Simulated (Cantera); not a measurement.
Input: 1 mol MgO, 2.8 mol CH₄, 0.46 mol H₂, 1.9 mol CO, held at 1750 K and 80.0 Pa.

Method: chemical equilibrium by Gibbs-energy minimisation in Cantera with the NASA 1993 tables (ideal gas, pure condensed phases). Candidate condensed phases: C, C₆H₆, C₇H₈, C₈H₁₈, H₂O, Mg, MgCO₃, MgO, Mg(OH)₂; 116 gas species. The tables' values for MgH are old estimates; treat these amounts as uncertain. Equilibrium is a limit: real reactors are often held back by kinetics, nucleation or transport.

Base state: H₂ 0.603, CO 0.290, Mg 0.100, H 0.00639, C₂H₂ (acetylene) 6.93e-5, MgH 2.87e-5 (mole fractions); condensed: C(graphite).

What changes in the equilibrium state with this change: temperature from 1750 K to 1500 K?


```json
[
 {"species": "H₂", "before": "0.603", "after": "0.608"},
 {"species": "CO", "before": "0.290", "after": "0.291"},
 {"species": "Mg", "before": "0.100", "after": "0.100"},
 {"species": "H", "before": "0.00639", "after": "0.000485"},
 {"species": "C₂H₂ (acetylene)", "before": "6.93e-5", "after": "5.49e-6"},
 {"species": "MgH", "before": "2.87e-5", "after": "2.29e-5"},
 {"species": "C(graphite), mol", "before": "1.80", "after": "1.80"}
]
```

What changes in the equilibrium state with this change: MgO replaced by CuO?


```csv
species,before,after
H₂,0.603,0.603
CO,0.290,0.290
Cu,0,0.100
Mg,0.100,0
Cu₂,0,4.11e-5
MgH,2.87e-5,0
C₂H₂ (acetylene),6.93e-5,6.93e-5
H,0.00639,0.00639
"C(graphite), mol",1.80,1.80
```
Further candidate phases: Cu, CuO, Cu(OH)₂, Cu₂O.
